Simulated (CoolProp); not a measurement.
Ethylene at 255.95 K and 5.01 MPa is throttled through a valve to 0.238 MPa with no heat exchange. Each further row changes one setting.

The numbers come from the reference Helmholtz-energy equation of state, Smukala 2000 in CoolProp.

```json
[
 {"case": "as stated", "temperature change (K)": "-70.5", "final phase": "?", "final density (kg/m³)": "?"},
 {"case": "outlet pressure 0.0714 MPa", "temperature change (K)": "?", "final phase": "?", "final density (kg/m³)": "?"},
 {"case": "outlet pressure 0.309 MPa", "temperature change (K)": "-65.0", "final phase": "two-phase, vapour fraction 0.397", "final density (kg/m³)": "14.6"}
]
```

Complete the blanks.


- as stated, final phase: two-phase, vapour fraction 0.420
- as stated, final density (kg/m³): 10.9
- outlet pressure 0.0714 MPa, temperature change (K): -92.3
- outlet pressure 0.0714 MPa, final phase: two-phase, vapour fraction 0.500
- outlet pressure 0.0714 MPa, final density (kg/m³): 3.02
